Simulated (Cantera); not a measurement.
A closed system holds: 1 mol CuO, 210 mol H2, at 2.80 bar.

Method: chemical equilibrium by Gibbs-energy minimisation in Cantera with the NASA 1993 tables (ideal gas, pure condensed phases). Candidate condensed phases: Cu, CuO, Cu(OH)2, Cu2O, H2O; 12 gas species. Rates play no part. All values below are at 1523 K.

Base state: H2 0.995, H2O 0.00476, H 1.38e-5 (mole fractions); condensed: Cu(l).

What changes in the equilibrium state with this change: CuO replaced by SiO2?


| species | before | after |
|---|---|---|
| H2 | 0.995 | 1.000 |
| H2O | 0.00476 | 3.44e-5 |
| SiO | 0 | 3.43e-5 |
| H | 1.38e-5 | 1.38e-5 |
| Cu(l), mol | 0.999 | 0 |
| SiO2(β-quartz), mol | 0 | 0.993 |
The tables hold silica as quartz up to 1696 K and as liquid above; real silica turns to tridymite and cristobalite and melts near 1996 K. Further candidate phases: Si, SiO2.
